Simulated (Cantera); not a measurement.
A freely propagating, adiabatic, planar premixed flame of CO : H₂ : O₂ : N₂ = 1 : 0.32 : 0.66 : 2.48 (molar parts), equivalence ratio 1.0, unburnt at 625 K and 0.780 bar; mixture-averaged transport, grid criteria slope 0.08 and curve 0.16, no radiation.

Cantera simulation using GRI-Mech 3.0 (53 species, 325 reactions); the numbers are that mechanism's predictions, not measurements. Burning velocities carry a grid error of a few per cent, more on coarse grids.

Problem. What does this change do: N2 2.48 to 3.1 parts?

Solution. 
```tsv
quantity	before	after
laminar burning velocity	297 cm/s	240 cm/s
thermal thickness	0.986 mm	1.07 mm
peak x(O)	0.0184	0.0141
peak x(H₂O₂)	1.26e-5	1.23e-5
```
